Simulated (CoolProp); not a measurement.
Model: reference Helmholtz-energy equation of state, Platzer 1990, in CoolProp. This equation is an older, rougher fit; its heat capacities, sound speeds and derivatives of the liquid may be far off and weren't checked against measurements.

Question: For CF4 (R14), give the phase and the Z, fugacity coefficient at 10.25 °C and 58.8 bar; 10.25 °C and 88.2 bar.

Answer: 
- 10.25 °C and 58.8 bar: supercritical; Z 0.736, fugacity coefficient 0.768
- 10.25 °C and 88.2 bar: supercritical; Z 0.639, fugacity coefficient 0.676
